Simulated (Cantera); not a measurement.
A closed system holds: 1 mol SiH₂Cl₂, 0.3 mol N₂, 16 mol H₂, equilibrated at 180 Pa.

Cantera equilibrium calculation (NASA polynomials, part measured and part estimated; ideal gas, pure solids and liquids). Candidate condensed phases: NH₄Cl, Si, Si₃N₄; 28 gas species. Gases not in the tables: Si₂H₆ and higher silanes. Kinetics and transport are ignored.

Task: Which condensed phases are stable at each of these points (T (°C)): 1475, 1500, 1525, 1550, 1575, 1600, 1625, 1650, 1675, 1700, 1725, 1750, 1775, 1800?

Result: 
```json
[
 {"T (°C)": "1475", "condensed phases": "Si(l)", "Si condensed (%)": "63.3"},
 {"T (°C)": "1500", "condensed phases": "Si(l)", "Si condensed (%)": "63.1"},
 {"T (°C)": "1525", "condensed phases": "Si(l)", "Si condensed (%)": "62.5"},
 {"T (°C)": "1550", "condensed phases": "Si(l)", "Si condensed (%)": "61.5"},
 {"T (°C)": "1575", "condensed phases": "Si(l)", "Si condensed (%)": "59.8"},
 {"T (°C)": "1600", "condensed phases": "Si(l)", "Si condensed (%)": "57.3"},
 {"T (°C)": "1625", "condensed phases": "Si(l)", "Si condensed (%)": "53.8"},
 {"T (°C)": "1650", "condensed phases": "Si(l)", "Si condensed (%)": "48.8"},
 {"T (°C)": "1675", "condensed phases": "Si(l)", "Si condensed (%)": "41.9"},
 {"T (°C)": "1700", "condensed phases": "Si(l)", "Si condensed (%)": "32.5"},
 {"T (°C)": "1725", "condensed phases": "Si(l)", "Si condensed (%)": "19.7"},
 {"T (°C)": "1750", "condensed phases": "Si(l)", "Si condensed (%)": "2.7"},
 {"T (°C)": "1775", "condensed phases": "gas only", "Si condensed (%)": "0.0"},
 {"T (°C)": "1800", "condensed phases": "gas only", "Si condensed (%)": "0.0"}
]
```

From 1475 °C to 1750 °C the condensed part is Si(l). From 1775 °C to 1800 °C nothing is condensed.
